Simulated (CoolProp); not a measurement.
Values from CoolProp's reference Helmholtz-energy equation of state, Penoncello 2003.

Give the vapour pressure (kPa), liquid cp (kJ/(kg K)), liquid viscosity (µPa s) of saturated CHF3 (R23) at 242.6, 256.4, 261 K.


```json
[
 {"T (K)": "242.6", "p (kPa)": "989", "liquid cp (kJ/(kg K))": "1.43", "liquid viscosity (µPa s)": "146"},
 {"T (K)": "256.4", "p (kPa)": "1540", "liquid cp (kJ/(kg K))": "1.55", "liquid viscosity (µPa s)": "120"},
 {"T (K)": "261", "p (kPa)": "1770", "liquid cp (kJ/(kg K))": "1.61", "liquid viscosity (µPa s)": "112"}
]
```

Viscosity comes from a separate model (Shan 2000).
